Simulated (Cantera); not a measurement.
What does this Cantera script print?

```python
import numpy as np
import cantera as ct

gas = ct.Solution("gri30.yaml")
gas.TPX = 425, 16000, {'C3H8': 1, 'O2': 3.57, 'N2': 13.4}
flame = ct.FreeFlame(gas, width=0.14)
flame.set_refine_criteria(ratio=3, slope=0.08, curve=0.16)
flame.transport_model = "mixture-averaged"
flame.solve(loglevel=0, auto=True)
z, T = flame.grid, flame.T
thick = (T[-1] - T[0]) / np.gradient(T, z).max()
show = ['C3H8', 'O2', 'O', 'HCN', 'H', 'CH2']
print(f"laminar burning velocity  {flame.velocity[0] * 100:.3f} cm/s")
print(f"burnt temperature         {T[-1]:.1f} K")
print(f"thermal thickness         {thick * 1e3:.4f} mm")
print(f"grid points               {len(z)}")
z0 = z[flame.heat_release_rate.argmax()]
print(f"{'z/mm':>9s}{'T/K':>9s}{'u/(m/s)':>9s}" + "".join(f"{s:>11s}" for s in show))
rows = []
for k in (-3, -2, -1.5, -1, -0.5, -0.25, 0, 0.25, 0.5, 1, 2, 4, 8):
    zz = z0 + k * thick
    rows.append([k * thick, np.interp(zz, z, T), np.interp(zz, z, flame.velocity),
                 *(np.interp(zz, z, flame.X[gas.species_index(s)]) for s in show)])
    print(f"{rows[-1][0] * 1e3:9.3f}{rows[-1][1]:9.1f}{rows[-1][2]:9.3f}" + "".join(f"{x:11.3e}" for x in rows[-1][3:]))
```

Result:

```
laminar burning velocity  83.313 cm/s
burnt temperature         2087.8 K
thermal thickness         1.7511 mm
grid points               143
     z/mm      T/K  u/(m/s)       C3H8         O2          O        HCN          H        CH2
   -5.253    425.1    0.835  5.555e-02  1.983e-01  1.306e-14  7.252e-11  1.212e-13  1.115e-19
   -3.502    426.8    0.842  5.532e-02  1.972e-01  8.032e-12  2.620e-09  2.174e-10  1.019e-15
   -2.627    435.6    0.865  5.498e-02  1.953e-01  2.747e-10  2.189e-08  1.449e-08  2.888e-13
   -1.751    506.1    1.020  5.363e-02  1.871e-01  1.617e-08  2.820e-07  1.669e-06  4.012e-10
   -0.876    934.9    1.973  3.677e-02  1.424e-01  3.716e-06  3.487e-06  1.439e-04  4.271e-07
   -0.438   1333.9    2.937  1.153e-02  9.529e-02  7.610e-05  8.591e-06  1.163e-03  1.817e-05
    0.000   1691.6    3.829  4.129e-04  4.874e-02  4.507e-04  1.728e-05  4.885e-03  9.341e-05
    0.438   1883.2    4.289  9.798e-07  2.098e-02  8.885e-04  2.462e-05  9.335e-03  8.304e-05
    0.876   1952.8    4.445  5.229e-10  8.767e-03  1.063e-03  2.396e-05  1.236e-02  2.725e-05
    1.751   1983.1    4.497  7.464e-17  2.272e-03  1.020e-03  1.437e-05  1.461e-02  1.300e-06
    3.502   1993.4    4.507  6.534e-24  1.137e-03  9.101e-04  4.371e-06  1.486e-02  6.923e-09
    7.004   2002.2    4.521  4.952e-30  9.852e-04  8.206e-04  6.248e-07  1.419e-02  8.666e-12
   14.009   2015.4    4.547  5.376e-37  8.394e-04  6.977e-04  2.520e-08  1.294e-02  2.211e-15
```

Detailed kinetics in Cantera: GRI-Mech 3.0 (53 species, 325 reactions). GRI-Mech 3.0 was tuned for natural gas; its chemistry of propane as a main component is partial and can be far from experiment. Burning velocities carry a grid error of a few per cent, more on coarse grids.
